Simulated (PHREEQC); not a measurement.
Make-up at 25 °C: 0.17 mol/kgw NH3 and 7.6e-05 mol/kgw NaAlO2. Closed to the air; pH follows from the charge balance.

The numbers come from PHREEQC with the ion-association model, wateq4f.dat.

```csv
quantity,before,after
pH,11.23,10.93
ionic strength (mol/kgw),0.00188,0.00191
NH4+ (mol/kgw),0.00180,0.00184
SI of Gibbsite (Al(OH)3),-0.82,-0.98
SI of Boehmite (AlOOH),-1.29,-1.32
```

### Question
Name the change that produced these shifts.
(A) temperature from 25 to 35 °C
(B) temperature from 25 to 15 °C
(C) diluted 2-fold with water
(D) 0.28 mol/kgw CsOH added

### Answer
A, temperature from 25 to 35 °C

This is a speciation only: nothing precipitates in the calculation.
